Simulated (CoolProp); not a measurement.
Saturation properties of nitrogen.

Values from CoolProp's reference Helmholtz-energy equation of state, Span 2000.

```json
[
 {"T (°C)": "-199.95", "p (kPa)": "60.24", "vapour density (kg/m³)": "2.858", "enthalpy of vaporisation (kJ/kg)": "204.3", "surface tension (mN/m)": "9.83"},
 {"T (°C)": "-196.95", "p (kPa)": "88.23", "vapour density (kg/m³)": "4.060", "enthalpy of vaporisation (kJ/kg)": "200.6", "surface tension (mN/m)": "9.14"},
 {"T (°C)": "-193.85", "p (kPa)": "126.7", "vapour density (kg/m³)": "5.668", "enthalpy of vaporisation (kJ/kg)": "196.6", "surface tension (mN/m)": "8.44"},
 {"T (°C)": "-190.85", "p (kPa)": "174.8", "vapour density (kg/m³)": "7.641", "enthalpy of vaporisation (kJ/kg)": "192.5", "surface tension (mN/m)": "7.77"},
 {"T (°C)": "-187.75", "p (kPa)": "237.8", "vapour density (kg/m³)": "10.18", "enthalpy of vaporisation (kJ/kg)": "187.9", "surface tension (mN/m)": "7.10"},
 {"T (°C)": "-184.75", "p (kPa)": "313.5", "vapour density (kg/m³)": "13.21", "enthalpy of vaporisation (kJ/kg)": "183.2", "surface tension (mN/m)": "6.45"},
 {"T (°C)": "-181.65", "p (kPa)": "409.0", "vapour density (kg/m³)": "17.01", "enthalpy of vaporisation (kJ/kg)": "177.9", "surface tension (mN/m)": "5.80"},
 {"T (°C)": "-178.65", "p (kPa)": "520.1", "vapour density (kg/m³)": "21.45", "enthalpy of vaporisation (kJ/kg)": "172.4", "surface tension (mN/m)": "5.18"},
 {"T (°C)": "-175.55", "p (kPa)": "656.4", "vapour density (kg/m³)": "26.96", "enthalpy of vaporisation (kJ/kg)": "166.2", "surface tension (mN/m)": "4.56"},
 {"T (°C)": "-172.55", "p (kPa)": "811.1", "vapour density (kg/m³)": "33.33", "enthalpy of vaporisation (kJ/kg)": "159.6", "surface tension (mN/m)": "3.97"},
 {"T (°C)": "-169.55", "p (kPa)": "990.5", "vapour density (kg/m³)": "40.92", "enthalpy of vaporisation (kJ/kg)": "152.4", "surface tension (mN/m)": "3.40"}
]
```

It boils at -195.8 °C under 1 atm.

Surface tension comes from a separate correlation (Mulero 2012).
